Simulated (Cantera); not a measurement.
An isothermal, constant-pressure homogeneous reactor starts with 28.6 % CH4, 71.4 % CO2, at 1275 K and 900 Torr.

Cantera simulation using GRI-Mech 3.0 (53 species, 325 reactions); the numbers are that mechanism's predictions, not measurements.

Q: Predict: x(CH4) at 30.0 s; x(CO2) at 30.0 s; x(C2H2) at 30.0 s; x(C2H4) at 30.0 s; x(CO) at 30.0 s; x(CH2CO) at 30.0 s.

A: 
```
Quantity                                               Value
------------------  ----------------------------------------
x(CH4) at 30.0 s       0.234 (gas-phase equilibrium 8.35e-6)
x(CO2) at 30.0 s         0.658 (gas-phase equilibrium 0.150)
x(C2H2) at 30.0 s    0.0169 (gas-phase equilibrium 1.60e-11)
x(C2H4) at 30.0 s   0.00317 (gas-phase equilibrium 1.84e-11)
x(CO) at 30.0 s         0.0300 (gas-phase equilibrium 0.487)
x(CH2CO) at 30.0 s  1.14e-6 (gas-phase equilibrium 3.82e-11)
```
